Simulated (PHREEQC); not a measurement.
# Brackish or sea water

Model water analysis in mmol/kgw, 25 °C, pH 6.78, pe 10.5: Na 152; K 8.58; Ca 3.82; Mg 11.2; Cl 179; S(6) 0.682; Alkalinity (meq/kgw) 0.631; Br 0.0825; Cu(2) 0.0355; Zn 1.67; B 0.0433.

Valence states are taken as typed.

Computed with PHREEQC (ion-association model, wateq4f.dat).

This is a speciation only: nothing precipitates in the calculation.

Task: What activity of water, charge-balance error does the model give?

Result: activity of water 0.994; charge-balance error 3.5 %.

Task: In which forms is Cu present?

Result: Cu+2 59 %, Cu(OH)2 14 %, CuCO3 10 %, CuCl+ 9.1 %, CuHCO3+ 4.7 %, CuOH+ 1.6 % of the Cu.

Examples of supersaturated solids here: Atacamite, Malachite. Others may be too. The database's constant for dissolved Cu(OH)2 is higher than later reviews accept.
